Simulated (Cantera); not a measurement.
Input (Python, Cantera) and output of one run.

```python
import numpy as np
import cantera as ct

gas_names = """
    H HO2 H2 H2O H2O2 O OH O2 O3 Zr ZrO ZrO2
""".split()
cond_names = """
    H2O(s) H2O(L) Zr(a) Zr(b) Zr(L) ZrO2(a) ZrO2(b) ZrO2(L)
""".split()


# ... load() reads the species with a 1 bar reference pressure and builds the phases ...
atoms = {
    'ZrO2': {'Zr': 1, 'O': 2},
    'H2': {'H': 2},
    'H2O': {'H': 2, 'O': 1},
}
top_T = {}  # K; cautious upper limits of use, not melting points


# ... equilibrate(T, P, feed) seeds the gas with the atoms and calls Mixture.equilibrate('TP', solver="vcs", rtol=1e-11, max_steps=5000) ...
results = []
feed = {'ZrO2': 1, 'H2': 11, 'H2O': 1.9}  # mol
P = 630  # Pa
for T in [1273, 1423, 1573, 1723, 1873, 2023, 2173]:
    mix = equilibrate(T, P, feed)
    results.append((T, P, feed, dict(zip(mix.species_names, mix.species_moles))))

top = {s: max(r[3][s] / sum(r[3][g] for g in gas_names) for r in results) for s in gas_names}
cols = sorted((s for s in top if top[s] > 1e-05), key=lambda s: -top[s])[:7]
seen = [c for c in cond_names if any(r[3].get(c, 0) > 1e-12 for r in results)]
print("log10 of partial pressures in bar; condensed amounts in mol")
print(f"{'T/K':>10s}" + "".join(f"{s[:9]:>10s}" for s in cols + seen))
for T, P, feed, n in results:
    ng = sum(n[g] for g in gas_names)
    print(f"{T:10.4g}" + "".join(f"{np.log10(max(n[s] / ng * P / 1e5, 1e-99)):10.3f}" for s in cols)
          + "".join(f"{n.get(c, 0):10.4g}" for c in seen))
```

Output:

```
log10 of partial pressures in bar; condensed amounts in mol
       T/K        H2       H2O         H        OH         O   ZrO2(a)   ZrO2(b)
      1273    -2.270    -3.032    -7.282    -9.983   -15.005         1         0
      1423    -2.270    -3.033    -6.313    -8.739   -12.828         1         0
      1573    -2.270    -3.033    -5.526    -7.731   -11.062         0         1
      1723    -2.271    -3.033    -4.874    -6.898    -9.601         0         1
      1873    -2.273    -3.034    -4.327    -6.198    -8.372         0         1
      2023    -2.280    -3.039    -3.862    -5.602    -7.322         0         1
      2173    -2.296    -3.049    -3.465    -5.090    -6.413         0         1
```

Equilibrium computed with Cantera from the NASA thermochemical tables; the gas is ideal and each condensed phase is pure.
